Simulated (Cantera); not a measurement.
Charge: 1 mol CH4, 0.41 mol CO2, 1.7 mol H2, at 1950 °C and 4.80 bar.

These are equilibrium values from Cantera (NASA tables, ideal gas, pure condensed phases), not measurements of a reactor. Candidate condensed phases: C, C6H6, C7H8, C8H18, H2O; 110 gas species. Rates play no part.

Base state: H2 0.813, CO 0.181, H 0.00264, C2H2 (acetylene) 0.00236, CH4 0.000794, CH3 4.91e-5, H2O 3.75e-5, C2H4 2.02e-5 (mole fractions); condensed: C(graphite).

**Question.** What changes in the equilibrium state with this change: temperature from 1950 °C to 2177 °C?

**Answer.** 
```json
[
 {"species": "H2", "before": "0.813", "after": "0.803"},
 {"species": "CO", "before": "0.181", "after": "0.181"},
 {"species": "H", "before": "0.00264", "after": "0.00822"},
 {"species": "C2H2 (acetylene)", "before": "0.00236", "after": "0.00701"},
 {"species": "C4H2", "before": "2.79e-6", "after": "2.52e-5"},
 {"species": "H2O", "before": "3.75e-5", "after": "1.92e-5"},
 {"species": "CH3", "before": "4.91e-5", "after": "9.39e-5"},
 {"species": "C(graphite), mol", "before": "0.565", "after": "0.523"}
]
```
